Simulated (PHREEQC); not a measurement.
## Brine

Make-up at 50 °C and 100 atm: 0.13 mol CaCl2, 0.07 mol BaCl2 and 0.0017 mol MgCl2 per kg of water. Closed to the air; pH follows from the charge balance.

Computed with PHREEQC (ion-association model, phreeqc.dat).

This is a speciation only: nothing precipitates in the calculation.

### Question
What activity of water, density, specific conductance does the model give?

### Answer
activity of water 0.990; density 1.016 g/cm³; specific conductance 52500 µS/cm.

Under pressure, the constants of complexes without a molar volume in the database are unreliable. At this temperature some constants are extrapolated from 25 °C, and those without enthalpy data are left unchanged.
